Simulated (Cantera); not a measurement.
Predominance diagram of Ca at 1602 °C against the partial pressures of O₂ and F₂ (log10, bar). Standard-state values (1 bar) from the NASA 1993 polynomials, evaluated with Cantera. Candidates: Ca(l), CaF₂(l), CaO(s). Only these pure phases compete in this equilibrium. Not in the tables: oxide halides.

```
log p(F₂) \ log p(O₂)
        columns: -22, -21, -19.9, -18.9, -17.8, -16.8, -15.7, -14.7, -13.6, -12.6, -11.5, -10.5, -9.4, -8.4, -7.3, -6.3, -5.2, -4.2, -3.1, -2.1, -1, 0
      0  A A A A A A A A A A A A A A A A A A A A A A
   -1.6  B B B B B B B B B B B B B B B B B B B B B B
   -3.2  B B B B B B B B B B B B B B B B B B B B B B
   -4.8  B B B B B B B B B B B B B B B B B B B B B B
   -6.3  B B B B B B B B B B B B B B B B B B B B B B
   -7.9  B B B B B B B B B B B B B B B B B B B B B B
   -9.5  B B B B B B B B B B B B B B B B B B B B B B
  -11.1  B B B B B B B B B B B B B B B B B B B B B B
  -12.7  B B B B B B B B B B B B B B B B B B B B B B
  -14.2  B B B B B B B B B B B B B B B B B B B B C C
  -15.8  B B B B B B B B B B B B B B B B B C C C C C
  -17.4  B B B B B B B B B B B B B B C C C C C C C C
    -19  B B B B B B B B B B B C C C C C C C C C C C
```

A: out of reach (another gas would pass 10 bar, or a non-metal would condense); B: CaF₂(l); C: CaO(s).
